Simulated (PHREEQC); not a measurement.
A solution holds 0.58 mmol/kgw HF, 0.056 mmol/kgw (NH4)2SiF6, 0.0078 mmol/kgw H3BO3 and 0.26 mmol/kgw H2SO4, at 20 °C. It is in equilibrium with CO2 at log p = -1 (atm). Otherwise closed; pH follows from the charge balance.

The numbers come from PHREEQC with the ion-association model, phreeqc.dat.

Precipitation was switched off in this run.

Problem. Order these S species by the share of S that they hold, largest first: HSO4-, SO4-2, NH4SO4-.

Solution. SO4-2 (94 %), HSO4- (5.9 %), NH4SO4- (0.12 %)

The pH is 3.09 and the ionic strength 0.00119 mol/kgw. Complexes and solids missing from the database can't appear. SiF6-2 is the database's only silicon fluoride. Real BF4- forms and hydrolyses slowly; the run takes it at equilibrium.
